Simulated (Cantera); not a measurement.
An adiabatic, constant-volume homogeneous reactor starts with CO : H2 : CH4 : O2 : N2 = 1 : 0.48 : 0.28 : 1.3 : 4.89 (molar parts), equivalence ratio 1.0, at 1425 K and 4350 Torr.

Model: GRI-Mech 3.0 (53 species, 325 reactions), integrated in Cantera. Above 3000 K some thermodynamic fits are extrapolated.

One state of this run: T (K) = 3038; P (bar) = 11.8; x CO = 0.0692; x H2 = 0.0106; x CH4 = <1e-12; x NO2 = 1.06e-5; x OH = 0.0196. x: mole fraction; the columns are a selection and need not sum to one.

Problem. Which value of t (s) does it belong to?
A. 4.69e-6
B. 0.128
C. 1.10e-5
D. 2.00e-6

Solution. B, 0.128
